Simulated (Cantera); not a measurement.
**Equilibrium for iron carbonyl, mercury and lead vapours: Fe(CO)₅ + O₂ + H₂**

Feed: 1 mol Fe(CO)₅, 0.048 mol O₂, 15 mol H₂, held at 1073.15 K.

Cantera equilibrium calculation (NASA polynomials, part measured and part estimated; ideal gas, pure solids and liquids). Candidate condensed phases: C, C₆H₆, C₇H₈, C₈H₁₈, Fe, Fe(CO)₅, FeO, Fe(OH)₂, Fe(OH)₃, Fe₂O₃, Fe₃O₄, H₂O; 114 gas species. Condensed phases not in the tables: cementite and carbon dissolved in iron. Rates play no part.

From 10.0 Pa to 0.220 bar the condensed part is Fe(α). At 1.50 bar the condensed part is C(graphite) + Fe(α). At 10.0 bar the condensed part is Fe(α).

| P (Pa) | log p H₂ | log p CO | log p CH₄ | log p H₂O | log p CO₂ | log p C₂H₆ | log p C₂H₄ | n Fe(α) | n C(graphite) |
|---|---|---|---|---|---|---|---|---|---|
| 10 | -4.13 | -4.60 | -12.76 | -6.45 | -6.90 | <-16 | <-16 | 1.00 | 0 |
| 68 | -3.29 | -3.77 | -10.26 | -5.62 | -6.06 | <-15 | <-15 | 1.00 | 0 |
| 460 | -2.46 | -2.94 | -7.77 | -4.79 | -5.23 | <-14 | -14.03 | 1.00 | 0 |
| 3200 | -1.62 | -2.10 | -5.26 | -3.93 | -4.37 | -12.39 | -10.69 | 1.00 | 0 |
| 22000 | -0.79 | -1.27 | -3.03 | -2.83 | -3.28 | -8.76 | -7.89 | 1.00 | 0 |
| 150000 | 0.02 | -0.48 | -1.29 | -1.34 | -1.81 | -6.10 | -6.05 | 1.00 | 0.0272 |
| 1000000 | 0.75 | 0.17 | 0.15 | 0.06 | -0.49 | -3.95 | -4.63 | 1.00 | 0 |
log p: log10 of the partial pressure in bar; n: condensed amount in mol.
